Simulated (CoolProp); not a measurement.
The numbers come from the reference Helmholtz-energy equation of state, Thol 2019 in CoolProp.

Q: For n-pentane, give the phase and the conductivity (mW/(m K)), fugacity coefficient at 276.2 K and 19.4 bar; 276.2 K and 82 bar.

A: 
- 276.2 K and 19.4 bar: liquid; conductivity 121, fugacity coefficient 0.0156
- 276.2 K and 82 bar: liquid; conductivity 125, fugacity coefficient 0.00500

Thermal conductivity comes from a separate model (Vassiliou 2015).
